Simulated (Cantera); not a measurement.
**Premixed flame**

A freely propagating, adiabatic, planar premixed flame of 3.00 % C₃H₈, 16.2 % O₂, 80.8 % N₂, unburnt at 575 K and 340000 Pa; multicomponent+Soret transport, grid criteria slope 0.08 and curve 0.16, no radiation.

Cantera simulation using GRI-Mech 3.0 (53 species, 325 reactions); the numbers are that mechanism's predictions, not measurements. GRI-Mech 3.0 was tuned for natural gas; its chemistry of propane as a main component is partial and can be far from experiment. Burning velocities carry a grid error of a few per cent, more on coarse grids.

```csv
z (mm),T (K),u (m/s),x C₃H₈,x O₂,x CO,x NO,x CH₄,x HCO
-0.453,575,0.615,0.0300,0.162,8.96e-6,<1e-8,1.07e-6,<1e-8
-0.302,578,0.618,0.0300,0.161,8.22e-5,<1e-8,8.71e-6,<1e-8
-0.226,586,0.628,0.0301,0.160,0.000351,1.78e-8,3.37e-5,<1e-8
-0.151,637,0.685,0.0300,0.156,0.00207,1.24e-7,0.000174,<1e-8
-0.0755,925,1.01,0.0237,0.128,0.0130,1.31e-6,0.000959,1.15e-7
-0.0377,1259,1.40,0.0101,0.0944,0.0274,3.45e-6,0.00180,5.31e-6
0,1621,1.83,0.000342,0.0551,0.0419,7.05e-6,0.00123,3.35e-5
0.0377,1789,2.02,1.54e-7,0.0340,0.0376,1.21e-5,0.000132,6.44e-6
0.0755,1860,2.09,<1e-8,0.0264,0.0282,1.59e-5,5.88e-6,3.62e-7
0.151,1943,2.17,<1e-8,0.0210,0.0186,2.07e-5,1.34e-8,4.49e-8
0.302,2024,2.25,<1e-8,0.0172,0.0125,2.62e-5,<1e-8,1.50e-8
0.604,2085,2.31,<1e-8,0.0144,0.00821,3.26e-5,<1e-8,<1e-8
1.21,2125,2.35,<1e-8,0.0125,0.00501,3.99e-5,<1e-8,<1e-8
```
x: mole fraction of selected species; z is measured from the peak of heat release.

```
Quantity                      Value
------------------------  ---------
laminar burning velocity  61.4 cm/s
thermal thickness          0.151 mm
peak x(CO)                   0.0426
peak x(CH₄)                 0.00191
peak x(HCO)                 3.37e-5
grid points                     140
```
